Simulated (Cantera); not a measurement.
# Thermodynamics of thermal oxidation and active oxidation of silicon, feed Si + CO₂ + H₂

Charge: 1 mol Si, 0.71 mol CO₂, 24 mol H₂, held at 0.120 bar.

Cantera equilibrium calculation (NASA polynomials, part measured and part estimated; ideal gas, pure solids and liquids). Candidate condensed phases: C, C₆H₆, C₇H₈, C₈H₁₈, H₂O, Si, SiC, SiO₂; 123 gas species. Mutual solubility and eutectic melting of coexisting phases are not modelled. The tables hold silica as quartz up to 1696 K and as liquid above; real silica turns to tridymite and cristobalite and melts near 1996 K. Gases not in the tables: Si₂H₆ and higher silanes. Kinetics and transport are ignored.

| T (K) | x H₂ | x SiO | x CO | x CH₄ | x H | x Si | x SiH | x SiH₂ | n SiC(s) | n SiO₂(β-quartz) | n C(graphite) | n Si(l) |
|---|---|---|---|---|---|---|---|---|---|---|---|---|
| 923 | 0.982 | 2.23e-12 | 2.64e-8 | 0.0178 | 7.00e-10 | <1e-12 | <1e-12 | <1e-12 | 0.290 | 0.710 | 0 | 0 |
| 1023 | 0.991 | 2.42e-10 | 2.37e-6 | 0.00884 | 1.19e-8 | <1e-12 | <1e-12 | <1e-12 | 0.290 | 0.710 | 0.210 | 0 |
| 1123 | 0.996 | 1.33e-8 | 5.67e-5 | 0.00350 | 1.23e-7 | <1e-12 | <1e-12 | 2.30e-12 | 0.291 | 0.709 | 0.334 | 0 |
| 1223 | 0.998 | 3.76e-7 | 0.000802 | 0.00159 | 8.67e-7 | <1e-12 | <1e-12 | 3.62e-11 | 0.300 | 0.700 | 0.353 | 0 |
| 1323 | 0.992 | 6.36e-6 | 0.00754 | 0.000802 | 4.56e-6 | 2.46e-12 | 6.22e-12 | 3.72e-10 | 0.381 | 0.619 | 0.127 | 0 |
| 1423 | 0.988 | 0.000118 | 0.0115 | 0.000164 | 1.91e-5 | 1.84e-10 | 2.83e-10 | 7.50e-9 | 0.428 | 0.569 | 0 | 0 |
| 1523 | 0.986 | 0.00164 | 0.0120 | 3.38e-5 | 6.63e-5 | 9.52e-9 | 9.57e-9 | 1.25e-7 | 0.417 | 0.544 | 0 | 0 |
| 1623 | 0.968 | 0.0150 | 0.0163 | 9.76e-6 | 0.000196 | 2.53e-7 | 1.73e-7 | 1.22e-6 | 0.306 | 0.322 | 0 | 0 |
| 1723 | 0.944 | 0.0336 | 0.0222 | 5.80e-6 | 0.000511 | 2.53e-6 | 1.23e-6 | 4.95e-6 | 0.145 | 0 | 0 | 0 |
| 1823 | 0.943 | 0.0336 | 0.0222 | 4.77e-6 | 0.00121 | 1.57e-5 | 5.65e-6 | 1.41e-5 | 0.145 | 0 | 0 | 0 |
| 1923 | 0.941 | 0.0335 | 0.0223 | 4.00e-6 | 0.00264 | 8.04e-5 | 2.21e-5 | 3.61e-5 | 0.143 | 0 | 0 | 0 |
| 2023 | 0.938 | 0.0333 | 0.0224 | 3.43e-6 | 0.00531 | 0.000348 | 7.51e-5 | 8.32e-5 | 0.138 | 0 | 0 | 0 |
| 2123 | 0.933 | 0.0325 | 0.0230 | 3.02e-6 | 0.0100 | 0.00129 | 0.000222 | 0.000174 | 0.120 | 0 | 0 | 0 |
| 2223 | 0.922 | 0.0291 | 0.0260 | 2.94e-6 | 0.0178 | 0.00383 | 0.000540 | 0.000306 | 0.0313 | 0 | 0 | 0.0815 |
x: gas mole fraction; n: condensed amount in mol.

At 923 K the condensed part is SiC(s) + SiO₂(β-quartz). From 1023 K to 1323 K the condensed part is C(graphite) + SiC(s) + SiO₂(β-quartz). From 1423 K to 1623 K the condensed part is SiC(s) + SiO₂(β-quartz). From 1723 K to 2123 K the condensed part is SiC(s). At 2223 K the condensed part is Si(l) + SiC(s).
